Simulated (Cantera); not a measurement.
Cantera run:

```python
import numpy as np
import cantera as ct

gas_names = """
    F F2 FS2F,fluorodisu N NF NF2 NF3 N2 S SF SF2 SF3 SF4 SF5 SF6 SN S2 S2F2,thiothiony S8 Si SiF SiF2
    SiF3 SiF4 SiN SiS Si2 Si2N Si3
""".split()
cond_names = """
    S(cr1) S(cr2) S(L) Si(cr) Si(L) Si3N4(a)
""".split()


# ... load() reads the species with a 1 bar reference pressure and builds the phases ...
atoms = {
    'Si': {'Si': 1},
    'SF6': {'S': 1, 'F': 6},
    'N2': {'N': 2},
    'NF3': {'N': 1, 'F': 3},
}
top_T = {'Si3N4(a)': 2400}  # K; cautious upper limits of use, not melting points


# ... equilibrate(T, P, feed) seeds the gas with the atoms and calls Mixture.equilibrate('TP', solver="vcs", rtol=1e-11, max_steps=5000) ...
results = []
feed = {'Si': 1, 'SF6': 2, 'N2': 15, 'NF3': 2.1}  # mol
P = 1333.22  # Pa
for T in [500, 550, 600, 650, 700, 750, 800, 850, 900, 950, 1000, 1050]:
    mix = equilibrate(T, P, feed)
    results.append((T, P, feed, dict(zip(mix.species_names, mix.species_moles))))
    x = sorted(zip(gas.X, gas.species_names), reverse=True)
    print(f"T = {T:g} K  P = {P:g} Pa  gas = {mix.phase_moles(0):.4g} mol")
    print("   x: " + "  ".join(f"{s} {v:.3e}" for v, s in x if v > 0.001))
    print("   condensed (mol): " + ("  ".join(f"{mix.phase(i).name} {mix.phase_moles(i):.4g}"
          for i in range(1, mix.n_phases) if mix.phase_moles(i) > 1e-12) or "none"))
```

Output:

```
T = 500 K  P = 1333.22 Pa  gas = 19.43 mol
   x: N2 8.062e-01  SF6 1.029e-01  SiF4 5.145e-02  NF3 3.938e-02
   condensed (mol): none
T = 550 K  P = 1333.22 Pa  gas = 19.44 mol
   x: N2 8.060e-01  SF6 1.029e-01  SiF4 5.143e-02  NF3 3.894e-02
   condensed (mol): none
T = 600 K  P = 1333.22 Pa  gas = 19.48 mol
   x: N2 8.054e-01  SF6 1.027e-01  SiF4 5.133e-02  NF3 3.697e-02  F2 3.547e-03
   condensed (mol): none
T = 650 K  P = 1333.22 Pa  gas = 19.6 mol
   x: N2 8.035e-01  SF6 1.020e-01  SiF4 5.102e-02  NF3 3.084e-02  F2 1.218e-02
   condensed (mol): none
T = 700 K  P = 1333.22 Pa  gas = 19.84 mol
   x: N2 7.994e-01  SF6 1.008e-01  SiF4 5.040e-02  F2 2.824e-02  NF3 1.911e-02  F 2.096e-03
   condensed (mol): none
T = 750 K  P = 1333.22 Pa  gas = 20.11 mol
   x: N2 7.942e-01  SF6 9.946e-02  SiF4 4.973e-02  F2 4.227e-02  NF3 7.767e-03  F 6.527e-03
   condensed (mol): none
T = 800 K  P = 1333.22 Pa  gas = 20.31 mol
   x: N2 7.891e-01  SF6 9.848e-02  SiF4 4.924e-02  F2 4.546e-02  F 1.535e-02  NF3 2.327e-03
   condensed (mol): none
T = 850 K  P = 1333.22 Pa  gas = 20.49 mol
   x: N2 7.829e-01  SF6 9.759e-02  SiF4 4.880e-02  F2 4.029e-02  F 2.982e-02
   condensed (mol): none
T = 900 K  P = 1333.22 Pa  gas = 20.71 mol
   x: N2 7.749e-01  SF6 9.657e-02  F 4.949e-02  SiF4 4.829e-02  F2 3.057e-02
   condensed (mol): none
T = 950 K  P = 1333.22 Pa  gas = 20.94 mol
   x: N2 7.665e-01  SF6 9.552e-02  F 7.060e-02  SiF4 4.776e-02  F2 1.958e-02
   condensed (mol): none
T = 1000 K  P = 1333.22 Pa  gas = 21.13 mol
   x: N2 7.598e-01  SF6 9.467e-02  F 8.760e-02  SiF4 4.734e-02  F2 1.063e-02
   condensed (mol): none
T = 1050 K  P = 1333.22 Pa  gas = 21.24 mol
   x: N2 7.556e-01  F 9.795e-02  SF6 9.416e-02  SiF4 4.708e-02  F2 5.166e-03
   condensed (mol): none
```

Equilibrium computed with Cantera from the NASA thermochemical tables; the gas is ideal and each condensed phase is pure.
